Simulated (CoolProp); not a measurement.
Computed with CoolProp (reference Helmholtz-energy equation of state, Gao 2020).

Question: Give the vapour pressure (MPa), liquid density (kg/m³), enthalpy of vaporisation (kJ/kg), liquid cp (kJ/(kg K)) of saturated ammonia at -44.15 °C.

Answer: 
```csv
T (°C),p (MPa),liquid density (kg/m³),enthalpy of vaporisation (kJ/kg),liquid cp (kJ/(kg K))
-44.15,0.0571,695,1400,4.42
```
